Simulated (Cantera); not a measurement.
# CH₃SiCl₃ + C₃H₈ + H₂ + HCl (silicon carbide growth)

A closed system holds: 1 mol CH₃SiCl₃, 0.37 mol C₃H₈, 56 mol H₂, 0.46 mol HCl, at 2050 °C and 0.100 bar.

Method: chemical equilibrium by Gibbs-energy minimisation in Cantera with the NASA 1993 tables (ideal gas, pure condensed phases). Candidate condensed phases: C, C₆H₆, C₇H₈, C₈H₁₈, Si, SiC; 109 gas species. The feed counts by its element totals alone. The tables' values for SiCl are old estimates; treat these amounts as uncertain. Gases not in the tables: Si₂H₆ and higher silanes. The numbers say what is thermodynamically allowed, not how fast it happens.

```json
{
  "x(H₂)": "0.906",
  "x(HCl)": "0.0525",
  "x(H)": "0.0328",
  "x(C₂H₂ (acetylene))": "0.00438",
  "x(Si)": "0.00174",
  "x(Cl)": "0.00136",
  "x(SiCl₂)": "0.000798",
  "x(SiC₂)": "0.000260",
  "x(SiCl)": "0.000236",
  "n(C(graphite))": "0.742 mol",
  "n(SiC(s))": "0.775 mol",
  "gas_amount": "62.15 mol",
  "log10 activity of Si(l) (absent)": "-0.82"
}
```
